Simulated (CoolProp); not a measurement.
R142b along the isotherm 470 K: Z from the reference equation and from simpler models built on Tc = 410.3 K, pc = 40.55 bar, ω = 0.232; each cubic takes its own stable root.

The numbers come from the reference Helmholtz-energy equation of state, Lemmon 2006 in CoolProp. It is a short technical equation, of lower accuracy than the large ones.

| p (bar) | phase | reference |
|---|---|---|
| 6.76 | gas | 0.9631 |
| 13.5 | gas | 0.9249 |
| 20.3 | gas | 0.8847 |
| 27 | gas | 0.8432 |
| 33.8 | gas | 0.7990 |
| 40.5 | gas | 0.7535 |
| 47.3 | supercritical | 0.7055 |
| 54.1 | supercritical | 0.6562 |
| 60.8 | supercritical | 0.6079 |

### Question
How far does each simpler model (van der Waals, Redlich-Kwong, Soave-Redlich-Kwong, Peng-Robinson) lie from the reference over these 9 states: mean and median of the absolute difference, and the worst?

### Answer
- van der Waals: mean 2.8 %, median 1.0 %, worst -10.5 % at 470 K and 60.8 bar
- Redlich-Kwong: mean 1.4 %, median 1.2 %, worst -3.2 % at 470 K and 60.8 bar
- Soave-Redlich-Kwong: mean 1.9 %, median 1.2 %, worst +5.5 % at 470 K and 60.8 bar
- Peng-Robinson: mean 1.2 %, median 1.3 %, worst -1.8 % at 470 K and 40.5 bar
